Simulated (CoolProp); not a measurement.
Values from CoolProp's reference Helmholtz-energy equation of state, Akasaka 2015.

Q: For R245fa, give the phase and the cv (kJ/(kg K)), Joule-Thomson coefficient (K/MPa), isothermal compressibility (1/MPa), conductivity (mW/(m K)) at -5.55 °C and 114 kPa.

A: 
- -5.55 °C and 114 kPa: liquid; cv 0.878, Joule-Thomson coefficient -0.297, isothermal compressibility 0.00158, conductivity 101

Thermal conductivity comes from a separate model (Huber 2003), an estimate that may be off by 10 % or more.
